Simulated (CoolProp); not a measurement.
Aqueous lithium chloride as a coolant, at 9 °C, 1 atm.

Values from CoolProp's Melinder's fits for secondary coolants.

```tsv
mass %	freezing point (°C)	density (kg/m³)	viscosity (mPa s)	cp (kJ/(kg K))	Prandtl number
1.8	-1.4	1010	1.42	4.091	10.1
4.8	-4.8	1028	1.56	3.924	10.8
7.7	-8.7	1045	1.71	3.768	11.5
10.7	-13.5	1062	1.90	3.614	12.4
13.6	-19.9	1079	2.12	3.470	13.4
16.6	-29.4	1097	2.39	3.330	14.6
19.5	-41.5	1115	2.70	3.210	16.1
```
